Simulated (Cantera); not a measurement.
Cantera run, input and output.

```python
import numpy as np
import cantera as ct

gas = ct.Solution("gri30.yaml")
gas.TPX = 548, 1900000, {'CH4': 1, 'C2H6': 0.046, 'C3H8': 0.74, 'O2': 8.49, 'N2': 31.9}
inlet = ct.Reservoir(gas, clone=True)
gas.equilibrate("HP")  # start burning
reactor = ct.IdealGasConstPressureReactor(gas, energy="on", clone=False)
exhaust = ct.Reservoir(gas, clone=True)
tau = [0.11, 0.041, 0.015, 0.0054, 0.002, 0.00072, 0.00026, 9.6e-05, 3.5e-05, 1.3e-05, 4.6e-06][0]
for a, b in ((inlet, reactor), (reactor, exhaust)):
    ct.MassFlowController(a, b, mdot=lambda t: reactor.mass / tau)
net = ct.ReactorNet([reactor])
show = ['CH4', 'C2H6', 'C3H8', 'N2O', 'C2H']

rows = []
print(f"{'tau/s':>10s}{'T/K':>9s}" + "".join(f"{s:>11s}" for s in show))
for tau in [0.11, 0.041, 0.015, 0.0054, 0.002, 0.00072, 0.00026, 9.6e-05, 3.5e-05, 1.3e-05, 4.6e-06]:
    net.initial_time = 0.0
    net.advance(30 * tau)
    before = gas.X
    net.advance(40 * tau)
    drift = np.max(np.abs(gas.X - before) / (gas.X + 1e-9))
    rows.append([gas.T, *gas[show].X, drift])
    print(f"{tau:10.3e}{gas.T:9.1f}" + "".join(f"{x:11.3e}" for x in gas[show].X))
```

Result:

```
     tau/s      T/K        CH4       C2H6       C3H8        N2O        C2H
 1.100e-01   2043.4  2.831e-07  2.055e-09  2.943e-08  1.083e-06  2.444e-10
 4.100e-02   2044.1  7.392e-07  5.420e-09  7.782e-08  1.114e-06  6.428e-10
 1.500e-02   2043.7  1.914e-06  1.439e-08  2.077e-07  1.194e-06  1.684e-09
 5.400e-03   2041.8  4.743e-06  3.762e-08  5.485e-07  1.391e-06  4.254e-09
 2.000e-03   2037.6  1.058e-05  9.131e-08  1.352e-06  1.783e-06  9.675e-09
 7.200e-04   2028.6  2.264e-05  2.170e-07  3.262e-06  2.411e-06  2.050e-08
 2.600e-04   2011.2  4.786e-05  5.071e-07  7.620e-06  3.019e-06  3.941e-08
 9.600e-05   1977.1  1.067e-04  1.230e-06  1.788e-05  3.129e-06  6.733e-08
 3.500e-05   1889.6  3.424e-04  4.417e-06  5.555e-05  2.359e-06  9.261e-08
 1.300e-05    548.0  2.371e-02  1.091e-03  1.755e-02 -8.530e-21  1.175e-44
 4.600e-06    548.0  2.371e-02  1.091e-03  1.755e-02 -7.101e-24 -1.711e-50
```

Detailed kinetics in Cantera: GRI-Mech 3.0 (53 species, 325 reactions). GRI-Mech 3.0 was tuned for natural gas; its chemistry of propane as a main component is partial and can be far from experiment. The pressure lies above the range GRI-Mech 3.0 was tuned for (to about 10 atm).
